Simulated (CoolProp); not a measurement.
Vapour-liquid equilibrium of CHF3 (R23) (1) + R143a (2) at -28.25 °C; x and y are mole fractions of (1).

Computed with CoolProp (multi-fluid Helmholtz-energy mixture model, Penoncello 2003 and Lemmon and Jacobsen 2000; pair parameters Bell 2016).

```csv
x,"bubble pressure, mixture model (kPa)","bubble pressure, Raoult's law (kPa)","y, mixture model","y, Raoult's law"
0.05,262.9,272.3,0.158,0.196
0.2,375.3,398.0,0.487,0.537
0.35,501.5,523.8,?,0.714
0.5,?,649.5,0.796,0.823
0.65,?,775.2,?,0.896
0.8,?,900.9,0.934,0.949
0.95,1023,1027,0.984,0.989
```

**Question.** Some entries are withheld; supply them.

**Answer.** 
- 0.35, y, mixture model: 0.679
- 0.5, bubble pressure, mixture model (kPa): 632.2
- 0.65, bubble pressure, mixture model (kPa): 762.0
- 0.65, y, mixture model: 0.875
- 0.8, bubble pressure, mixture model (kPa): 890.7

The largest gap from Raoult's law is -5.7 % in bubble pressure, at x = 0.2. No azeotrope shows between x = 0.05 and 0.95.

Pair parameters are fitted to limited data, so mixtures are less certain than the pure fluids.
